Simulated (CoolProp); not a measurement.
A closed Brayton cycle with carbon dioxide: compressor inlet 324.15 K and 9 MPa, high pressure 22.3 MPa, turbine inlet 715 K, compressor efficiency 0.8, turbine efficiency 0.93, recuperator effectiveness 0.8 (on enthalpy, no pinch check). Each further row changes one setting.

Computed with CoolProp (reference Helmholtz-energy equation of state, Span 1996).

```json
[
 {"case": "as stated", "thermal efficiency (%)": "25.7", "net work (kJ/kg)": "60.4", "compressor to turbine work": "0.42", "compressor exit (K)": "395.1", "turbine exit (K)": "611.6"},
 {"case": "turbine inlet 665 K", "thermal efficiency (%)": "23.8", "net work (kJ/kg)": "51.4", "compressor to turbine work": "0.46", "compressor exit (K)": "395.1", "turbine exit (K)": "565.5"},
 {"case": "compressor inlet 334.15 K", "thermal efficiency (%)": "24.2", "net work (kJ/kg)": "53.0", "compressor to turbine work": "0.49", "compressor exit (K)": "413.7", "turbine exit (K)": "611.6"},
 {"case": "high pressure 19 MPa", "thermal efficiency (%)": "24.1", "net work (kJ/kg)": "52.5", "compressor to turbine work": "0.40", "compressor exit (K)": "382.2", "turbine exit (K)": "629.5"},
 {"case": "recuperator effectiveness 0.5", "thermal efficiency (%)": "19.4", "net work (kJ/kg)": "60.4", "compressor to turbine work": "0.42", "compressor exit (K)": "395.1", "turbine exit (K)": "611.6"}
]
```
